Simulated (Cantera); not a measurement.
Charge: 1 mol SiH2Cl2, 0.14 mol HCl, 8.7 mol H2, held at 0.133 bar.

Method: chemical equilibrium by Gibbs-energy minimisation in Cantera with the NASA 1993 tables (ideal gas, pure condensed phases). Candidate condensed phases: Si; 19 gas species. The tables' values for SiCl3 are old estimates; treat these amounts as uncertain. Kinetics and transport are ignored.

x: gas mole fraction; n: condensed amount in mol.

```tsv
T (°C)	x H2	x HCl	x SiCl2	x SiCl4	x SiHCl3	x SiCl3	x SiH2Cl2	n Si(s)
727	0.932	0.0149	0.000405	0.0354	0.0156	0.000769	0.000741	0.455
777	0.927	0.0219	0.000971	0.0335	0.0147	0.00134	0.000733	0.471
827	0.920	0.0309	0.00211	0.0307	0.0135	0.00216	0.000713	0.490
877	0.911	0.0415	0.00417	0.0271	0.0121	0.00321	0.000676	0.508
927	0.901	0.0535	0.00751	0.0226	0.0104	0.00440	?	0.524
977	0.890	0.0660	0.0123	0.0175	0.00838	0.00548	?	0.534
1027	0.879	0.0777	0.0183	0.0123	0.00632	0.00615	?	0.538
1077	0.869	0.0875	0.0247	0.00775	0.00441	0.00620	?	0.536
1127	0.862	0.0945	0.0306	0.00443	0.00286	0.00565	?	0.530
1177	0.857	0.0989	0.0352	0.00236	0.00177	0.00477	?	0.523
1227	0.854	0.101	0.0386	0.00122	0.00106	0.00384	?	0.516
1277	0.852	0.102	0.0410	0.000623	0.000638	0.00303	?	0.510
```

Question: Complete the blanks.

Answer: 
- 927, x SiH2Cl2: 0.000620
- 977, x SiH2Cl2: 0.000547
- 1027, x SiH2Cl2: 0.000459
- 1077, x SiH2Cl2: 0.000366
- 1127, x SiH2Cl2: 0.000278
- 1177, x SiH2Cl2: 0.000204
- 1227, x SiH2Cl2: 0.000148
- 1277, x SiH2Cl2: 0.000106
